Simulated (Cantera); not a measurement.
An adiabatic, constant-volume homogeneous reactor starts with CH4 : CO : O2 : N2 : H2O = 1 : 0.66 : 2.91 : 11 : 0.99 (molar parts), equivalence ratio 0.80, at 1375 K and 500000 Pa. Integrator tolerance rtol = 1e-08.

Detailed kinetics in Cantera: GRI-Mech 3.0 (53 species, 325 reactions).

Question: What does this change do: pressure from 500000 Pa to 100000 Pa?

Answer: 
| quantity | before | after |
|---|---|---|
| time of steepest temperature rise | 1.32 ms | 4.64 ms |
| temperature at 0.300 s | 2819 K | 2714 K |
| equilibrium temperature | 2819 K | 2714 K |
| x(CH4) at 0.300 s | <1e-12 (gas-phase equilibrium <1e-12) | <1e-12 (gas-phase equilibrium <1e-12) |
| x(CO) at 0.300 s | 0.0213 (gas-phase equilibrium 0.0213) | 0.0270 (gas-phase equilibrium 0.0270) |
| x(O2) at 0.300 s | 0.0363 (gas-phase equilibrium 0.0363) | 0.0397 (gas-phase equilibrium 0.0397) |
| x(HO2) at 0.300 s | 1.84e-5 (gas-phase equilibrium 1.84e-5) | 1.03e-5 (gas-phase equilibrium 1.03e-5) |
| x(C2H6) at 0.300 s | <1e-12 (gas-phase equilibrium <1e-12) | <1e-12 (gas-phase equilibrium <1e-12) |
| x(CH2O) at 0.300 s | 5.61e-10 (gas-phase equilibrium 5.61e-10) | 1.90e-10 (gas-phase equilibrium 1.90e-10) |
| x(H) at 0.300 s | 0.00220 (gas-phase equilibrium 0.00220) | 0.00401 (gas-phase equilibrium 0.00401) |

Question: What does this change do: constant pressure in place of constant volume?

Answer: 
```csv
quantity,before,after
time of steepest temperature rise,1.32 ms,1.40 ms
temperature at 0.300 s,2819 K,2630 K
equilibrium temperature,2819 K,2630 K
x(CH4) at 0.300 s,<1e-12 (gas-phase equilibrium <1e-12),<1e-12 (gas-phase equilibrium <1e-12)
x(CO) at 0.300 s,0.0213 (gas-phase equilibrium 0.0213),0.0146 (gas-phase equilibrium 0.0146)
x(O2) at 0.300 s,0.0363 (gas-phase equilibrium 0.0363),0.0355 (gas-phase equilibrium 0.0355)
x(HO2) at 0.300 s,1.84e-5 (gas-phase equilibrium 1.84e-5),1.01e-5 (gas-phase equilibrium 1.01e-5)
x(C2H6) at 0.300 s,<1e-12 (gas-phase equilibrium <1e-12),<1e-12 (gas-phase equilibrium <1e-12)
x(CH2O) at 0.300 s,5.61e-10 (gas-phase equilibrium 5.61e-10),1.29e-10 (gas-phase equilibrium 1.29e-10)
x(H) at 0.300 s,0.00220 (gas-phase equilibrium 0.00220),0.00129 (gas-phase equilibrium 0.00129)
```

Question: What does this change do: initial temperature 1375 to 1500 K?

Answer: 
```csv
quantity,before,after
time of steepest temperature rise,1.32 ms,0.335 ms
temperature at 0.300 s,2819 K,2867 K
equilibrium temperature,2819 K,2867 K
x(CH4) at 0.300 s,<1e-12 (gas-phase equilibrium <1e-12),<1e-12 (gas-phase equilibrium <1e-12)
x(CO) at 0.300 s,0.0213 (gas-phase equilibrium 0.0213),0.0250 (gas-phase equilibrium 0.0250)
x(O2) at 0.300 s,0.0363 (gas-phase equilibrium 0.0363),0.0373 (gas-phase equilibrium 0.0373)
x(HO2) at 0.300 s,1.84e-5 (gas-phase equilibrium 1.84e-5),2.01e-5 (gas-phase equilibrium 2.01e-5)
x(C2H6) at 0.300 s,<1e-12 (gas-phase equilibrium <1e-12),<1e-12 (gas-phase equilibrium <1e-12)
x(CH2O) at 0.300 s,5.61e-10 (gas-phase equilibrium 5.61e-10),7.36e-10 (gas-phase equilibrium 7.36e-10)
x(H) at 0.300 s,0.00220 (gas-phase equilibrium 0.00220),0.00291 (gas-phase equilibrium 0.00291)
```
